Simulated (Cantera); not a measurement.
An adiabatic, constant-volume homogeneous reactor starts with CO : H2 : O2 : N2 = 1 : 0.048 : 0.624 : 2.35 (molar parts), at 1525 K and 760 Torr. Integrator tolerance rtol = 1e-08.

Detailed kinetics in Cantera: GRI-Mech 3.0 (53 species, 325 reactions).

Task: What does this change do: initial temperature 1525 to 1700 K?

Result: 
```csv
quantity,before,after
time of steepest temperature rise,67.1 µs,46.7 µs
temperature at 8.00 s,2856 K,2893 K
equilibrium temperature,2856 K,2893 K
x(CO) at 8.00 s,0.0999 (gas-phase equilibrium 0.0999),0.110 (gas-phase equilibrium 0.110)
x(H2) at 8.00 s,0.000656 (gas-phase equilibrium 0.000656),0.000705 (gas-phase equilibrium 0.000705)
x(O2) at 8.00 s,0.0602 (gas-phase equilibrium 0.0602),0.0629 (gas-phase equilibrium 0.0629)
x(NO) at 8.00 s,0.0190 (gas-phase equilibrium 0.0190),0.0203 (gas-phase equilibrium 0.0203)
x(NO2) at 8.00 s,8.64e-6 (gas-phase equilibrium 8.64e-6),8.78e-6 (gas-phase equilibrium 8.78e-6)
x(CO2) at 8.00 s,0.169 (gas-phase equilibrium 0.169),0.157 (gas-phase equilibrium 0.157)
```

Task: What does this change do: initial temperature 1525 to 1423 K?

Result: 
| quantity | before | after |
|---|---|---|
| time of steepest temperature rise | 67.1 µs | 85.3 µs |
| temperature at 8.00 s | 2856 K | 2835 K |
| equilibrium temperature | 2856 K | 2835 K |
| x(CO) at 8.00 s | 0.0999 (gas-phase equilibrium 0.0999) | 0.0940 (gas-phase equilibrium 0.0940) |
| x(H2) at 8.00 s | 0.000656 (gas-phase equilibrium 0.000656) | 0.000625 (gas-phase equilibrium 0.000625) |
| x(O2) at 8.00 s | 0.0602 (gas-phase equilibrium 0.0602) | 0.0585 (gas-phase equilibrium 0.0585) |
| x(NO) at 8.00 s | 0.0190 (gas-phase equilibrium 0.0190) | 0.0182 (gas-phase equilibrium 0.0182) |
| x(NO2) at 8.00 s | 8.64e-6 (gas-phase equilibrium 8.64e-6) | 8.56e-6 (gas-phase equilibrium 8.56e-6) |
| x(CO2) at 8.00 s | 0.169 (gas-phase equilibrium 0.169) | 0.176 (gas-phase equilibrium 0.176) |

Task: What does this change do: pressure from 760 Torr to 21000 Torr?

Result: 
```json
[
 {"quantity": "time of steepest temperature rise", "before": "67.1 µs", "after": "3.92 µs"},
 {"quantity": "temperature at 8.00 s", "before": "2856 K", "after": "3148 K"},
 {"quantity": "equilibrium temperature", "before": "2856 K", "after": "3148 K"},
 {"quantity": "x(CO) at 8.00 s", "before": "0.0999 (gas-phase equilibrium 0.0999)", "after": "0.0717 (gas-phase equilibrium 0.0717)"},
 {"quantity": "x(H2) at 8.00 s", "before": "0.000656 (gas-phase equilibrium 0.000656)", "after": "0.000438 (gas-phase equilibrium 0.000438)"},
 {"quantity": "x(O2) at 8.00 s", "before": "0.0602 (gas-phase equilibrium 0.0602)", "after": "0.0473 (gas-phase equilibrium 0.0473)"},
 {"quantity": "x(NO) at 8.00 s", "before": "0.0190 (gas-phase equilibrium 0.0190)", "after": "0.0242 (gas-phase equilibrium 0.0242)"},
 {"quantity": "x(NO2) at 8.00 s", "before": "8.64e-6 (gas-phase equilibrium 8.64e-6)", "after": "4.34e-5 (gas-phase equilibrium 4.34e-5)"},
 {"quantity": "x(CO2) at 8.00 s", "before": "0.169 (gas-phase equilibrium 0.169)", "after": "0.203 (gas-phase equilibrium 0.203)"}
]
```
The hydrogen kinetics of GRI-Mech 3.0 are dated; newer H2 mechanisms differ, most at raised pressure. The pressure lies above the range GRI-Mech 3.0 was tuned for (to about 10 atm). Above 3000 K some thermodynamic fits are extrapolated.
